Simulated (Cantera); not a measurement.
A diamond (100) surface in a fixed gas of H2 with x(CH4) = 0.019, x(H) = 0.016, at 1200 K, 0.230 bar; coverages are run to steady state.

Cantera simulation using the Harris–Goodwin 1993 mechanism for the reconstructed diamond (100) surface; the numbers are that mechanism's predictions, not measurements.

One state of this run: growth (µm/h) = 3.02; θ c6HH = 0.438; θ c6H* = 0.0392; θ c6*H = 0.491; θ c6** = 0.0309; θ c6HM = 0.000193. θ: site fractions in the mechanism's names (c6HH fully hydrogenated, c6H* and c6*H radical sites, c6** diradical, c6HM methylated).

Problem. Which value of x(CH3) does it belong to?
(A) 0.0011
(B) 2.4e-06
(C) 1.4e-05
(D) 0.00045

Solution. C, 1.4e-05
